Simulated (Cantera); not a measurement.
A Cantera script and its output.

```python
import numpy as np
import cantera as ct

gas = ct.Solution("gri30.yaml")
gas.TPX = 1975, 101325, {'NO': 1, 'N2': 0.78}
reactor = ct.IdealGasConstPressureReactor(gas, energy="off", clone=False)
net = ct.ReactorNet([reactor])
net.rtol, net.atol = 1e-08, 1e-18
show = ['NO', 'N2', 'O', 'NO2', 'O2', 'N2O']
times = np.geomspace(5e-05, 60, 9)

steps = ct.SolutionArray(gas, extra=["t"])
rows = []
print(f"{'t/s':>10s}{'T/K':>9s}{'P/Pa':>11s}" + "".join(f"{s:>11s}" for s in show))
for t in times:
    while net.time < t:
        t_next = net.step()
        steps.append(gas.state, t=t_next)
    rows.append([np.interp(t, steps.t, y) for y in (steps.T, steps.P, *steps(*show).X.T)])
    print(f"{t:10.3e}{rows[-1][0]:9.1f}{rows[-1][1]:11.4g}" + "".join(f"{x:11.3e}" for x in rows[-1][2:]))
rate = np.gradient(steps.T, steps.t)
print("integrator steps:", len(steps.t))
if steps.T.max() > steps.T[0] + 200:
    print(f"time of steepest temperature rise: {steps.t[rate.argmax()]:.4e} s")
gas.TPX = 1975, 101325, {'NO': 1, 'N2': 0.78}
gas.equilibrate("TP")
print(f"equilibrium (TP): T = {gas.T:.1f} K  " + "  ".join(f"{s} {gas[s].X[0]:.3e}" for s in show))
```

Result:

```
       t/s      T/K       P/Pa         NO         N2          O        NO2         O2        N2O
 5.000e-05   1975.0  1.013e+05  5.618e-01  4.382e-01  7.189e-06  8.970e-06  1.955e-07  1.469e-05
 2.877e-04   1975.0  1.013e+05  5.616e-01  4.383e-01  2.513e-05  7.560e-05  7.994e-06  6.711e-05
 1.655e-03   1975.0  1.013e+05  5.606e-01  4.387e-01  5.692e-05  2.052e-04  3.575e-04  1.427e-04
 9.521e-03   1975.0  1.013e+05  5.551e-01  4.414e-01  6.447e-05  2.334e-04  3.066e-03  1.437e-04
 5.477e-02   1975.0  1.013e+05  5.244e-01  4.567e-01  9.338e-05  3.307e-04  1.832e-02  1.265e-04
 3.151e-01   1975.0  1.013e+05  3.814e-01  5.282e-01  1.723e-04  4.609e-04  8.966e-02  6.455e-05
 1.813e+00   1975.0  1.013e+05  9.675e-02  6.706e-01  2.666e-04  1.843e-04  2.322e-01  4.310e-06
 1.043e+01   1975.0  1.013e+05  9.754e-03  7.141e-01  2.892e-04  2.022e-05  2.758e-01  4.367e-07
 6.000e+01   1975.0  1.013e+05  7.844e-03  7.151e-01  2.896e-04  1.629e-05  2.768e-01  4.238e-07
integrator steps: 1209
equilibrium (TP): T = 1975.0 K  NO 7.844e-03  N2 7.151e-01  O 2.896e-04  NO2 1.629e-05  O2 2.768e-01  N2O 4.238e-07
```

Computed with Cantera and GRI-Mech 3.0 (53 species, 325 reactions).
